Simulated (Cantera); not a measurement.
A Cantera script and its output.

```python
import numpy as np
import cantera as ct

surf = ct.Interface("ptcombust.yaml", "Pt_surf")
gas = surf.adjacent["gas"]
gas.TPX = 975, 82000, {'H2': 0.025, 'O2': 0.2, 'N2': 0.79, 'H2O': 0.065}
surf.TP = 975, 82000
reactor = ct.FlowReactor(gas, clone=False)
reactor.area = 0.0001  # m2
reactor.surface_area_to_volume_ratio = 410  # 1/m
reactor.mass_flow_rate = 0.42 * reactor.area * gas.density  # inlet velocity 0.42 m/s
reactor.energy_enabled = False
wall = ct.ReactorSurface(surf, reactor, clone=False)
net = ct.ReactorNet([reactor])
net.rtol, net.atol = 1e-8, 1e-16
show, cover = ['H2', 'O2', 'H2O'], ['PT(S)', 'H(S)', 'O(S)', 'OH(S)', 'CO(S)', 'C(S)']

rows = []
print(f"{'z/m':>9s}{'u/(m/s)':>9s}" + "".join(f"{s:>13s}" for s in show + cover))
for z in [0.00019, 0.00033, 0.00059, 0.001, 0.0019, 0.0033, 0.0059, 0.01, 0.019]:
    net.advance(z)
    rows.append([reactor.speed, *gas[show].X, *surf[cover].coverages])
    print(f"{z:9.4g}{rows[-1][0]:9.3g}" + "".join(f"{x:13.4e}" for x in rows[-1][1:]))
```

Output:

```
      z/m  u/(m/s)           H2           O2          H2O        PT(S)         H(S)         O(S)        OH(S)        CO(S)         C(S)
  0.00019    0.416   5.4448e-03   1.7789e-01   7.8634e-02   1.7409e-01   5.2452e-07   8.2109e-01   4.8124e-03   3.1360e-27   1.5242e-29
  0.00033    0.416   2.2919e-03   1.7659e-01   8.1920e-02   1.6151e-01   4.6306e-07   8.3375e-01   4.7182e-03  -4.8923e-27  -2.8621e-29
  0.00059    0.415   5.0016e-04   1.7585e-01   8.3787e-02   1.5513e-01   4.3290e-07   8.4019e-01   4.6684e-03   2.1980e-25   1.2144e-27
    0.001    0.415   4.7637e-05   1.7566e-01   8.4259e-02   1.5359e-01   4.2576e-07   8.4174e-01   4.6562e-03  -2.2481e-24  -1.0826e-26
   0.0019    0.415   2.7868e-07   1.7564e-01   8.4308e-02   1.5343e-01   4.2502e-07   8.4190e-01   4.6550e-03  -3.2714e-24  -1.9680e-26
   0.0033    0.415   3.0329e-10   1.7564e-01   8.4308e-02   1.5343e-01   4.2502e-07   8.4190e-01   4.6550e-03  -3.6732e-25  -2.2050e-27
   0.0059    0.415   2.0824e-10   1.7564e-01   8.4309e-02   1.5343e-01   4.2502e-07   8.4190e-01   4.6550e-03   7.0274e-28   6.9353e-33
     0.01    0.415   2.0704e-10   1.7564e-01   8.4309e-02   1.5343e-01   4.2502e-07   8.4190e-01   4.6550e-03   1.5510e-25  -2.0070e-34
    0.019    0.415   2.0589e-10   1.7564e-01   8.4309e-02   1.5343e-01   4.2502e-07   8.4190e-01   4.6550e-03   3.7061e-20   5.8651e-31
```

Cantera simulation using Deutschmann's 1995 Pt surface mechanism with GRI-Mech 3.0 gas chemistry; the numbers are that mechanism's predictions, not measurements. Catalytic surfaces can have several steady states; this one follows from the mechanism file's or the stated starting coverage. Mass transfer to the wall is taken as infinitely fast.
